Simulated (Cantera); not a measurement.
Adiabatic ignition

An adiabatic, constant-pressure homogeneous reactor starts with 1.46 % C3H8, 18.2 % O2, 80.3 % N2, at 1625 K and 24.0 bar.

Cantera simulation using GRI-Mech 3.0 (53 species, 325 reactions); the numbers are that mechanism's predictions, not measurements. GRI-Mech 3.0 was tuned for natural gas; its chemistry of propane as a main component is partial and can be far from experiment. The pressure lies above the range GRI-Mech 3.0 was tuned for (to about 10 atm).

| t (s) | T (K) | x C3H8 | x O2 | x OH | x C2H6 | x HCO |
|---|---|---|---|---|---|---|
| 3.00e-6 | 1662 | 0.00507 | 0.172 | 0.000177 | 0.000729 | 9.11e-6 |
| 7.82e-6 | 2276 | <1e-12 | 0.111 | 0.00511 | <1e-12 | 1.22e-8 |
| 2.04e-5 | 2377 | <1e-12 | 0.107 | 0.00298 | <1e-12 | 1.55e-10 |
| 5.31e-5 | 2382 | <1e-12 | 0.107 | 0.00281 | <1e-12 | 6.74e-11 |
| 0.000138 | 2382 | <1e-12 | 0.107 | 0.00281 | <1e-12 | 6.71e-11 |
| 0.000361 | 2381 | <1e-12 | 0.107 | 0.00280 | <1e-12 | 6.66e-11 |
| 0.000940 | 2379 | <1e-12 | 0.106 | 0.00278 | <1e-12 | 6.54e-11 |
| 0.00245 | 2375 | <1e-12 | 0.105 | 0.00274 | <1e-12 | 6.27e-11 |
| 0.00638 | 2367 | <1e-12 | 0.104 | 0.00265 | <1e-12 | 5.79e-11 |
| 0.0166 | 2359 | <1e-12 | 0.102 | 0.00256 | <1e-12 | 5.31e-11 |
| 0.0434 | 2356 | <1e-12 | 0.101 | 0.00254 | <1e-12 | 5.16e-11 |
| 0.113 | 2356 | <1e-12 | 0.101 | 0.00253 | <1e-12 | 5.16e-11 |
| 0.294 | 2356 | <1e-12 | 0.101 | 0.00253 | <1e-12 | 5.16e-11 |
| 0.767 | 2356 | <1e-12 | 0.101 | 0.00253 | <1e-12 | 5.16e-11 |
| 2.00 | 2356 | <1e-12 | 0.101 | 0.00253 | <1e-12 | 5.16e-11 |
x: mole fraction; the columns are a selection and need not sum to one.

```json
{
  "time_of_steepest_temperature_rise": "4.55 µs",
  "temperature at 2.00 s": "2356 K",
  "equilibrium_temperature": "2356 K",
  "x(C3H8) at 2.00 s": "<1e-12 (gas-phase equilibrium <1e-12)",
  "x(O2) at 2.00 s": "0.101 (gas-phase equilibrium 0.101)",
  "x(OH) at 2.00 s": "0.00253 (gas-phase equilibrium 0.00253)"
}
```
